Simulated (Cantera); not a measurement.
## Equilibrium for abatement and gas-phase synthesis: N2O + O2 + N2 + CO2

Feed: 1 mol N2O, 2.7 mol O2, 10 mol N2, 0.2 mol CO2, at 1 atm.

Method: chemical equilibrium by Gibbs-energy minimisation in Cantera with the NASA 1993 tables (ideal gas, pure condensed phases). Candidate condensed phases: C; 45 gas species. Ions and electrons are included (thermal ionisation). The numbers say what is thermodynamically allowed, not how fast it happens.

```tsv
T (K)	x N2	x O	x O2	x NO	x N	x CO2	x CO
2000	0.760	0.000311	0.218	0.00767	7.81e-10	0.0138	3.89e-5
2500	0.750	0.00656	0.207	0.0223	2.51e-7	0.0128	0.00103
3000	0.723	0.0470	0.175	0.0417	1.18e-5	0.00756	0.00596
3500	0.673	0.158	0.104	0.0521	0.000181	0.00218	0.0105
4000	0.631	0.278	0.0352	0.0433	0.00140	0.000433	0.0114
4500	0.612	0.331	0.00898	0.0290	0.00700	8.91e-5	0.0114
5000	0.595	0.346	0.00248	0.0190	0.0254	2.27e-5	0.0112
```
x: gas mole fraction; nothing condenses.

From 2000 K to 5000 K nothing is condensed. The main C-bearing gas is CO2 at 2000 K and CO at 5000 K.
